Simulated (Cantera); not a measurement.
Charge: 1 mol PbO, 17 mol CO, 6.7 mol H2, at 0.190 bar.

Method: chemical equilibrium by Gibbs-energy minimisation in Cantera with the NASA 1993 tables (ideal gas, pure condensed phases). Candidate condensed phases: C, C6H6, C7H8, C8H18, H2O, Pb, PbO, PbO2, Pb3O4; 113 gas species. Equilibrium is a limit: real reactors are often held back by kinetics, nucleation or transport. All values below are at 1200 °C.

Base state: CO 0.667, H2 0.252, Pb 0.0405, CO2 0.0209, H2O 0.0195, H 1.46e-5 (mole fractions); condensed: gas only.

Task: What changes in the equilibrium state with this change: CO from 17 to 5.6 mol?

Result: 
```csv
species,before,after
H2,0.252,0.449
CO,0.667,0.401
Pb,0.0405,0.0751
H2O,0.0195,0.0552
CO2,0.0209,0.0200
Pb2,5.81e-6,2.00e-5
H,1.46e-5,1.94e-5
```
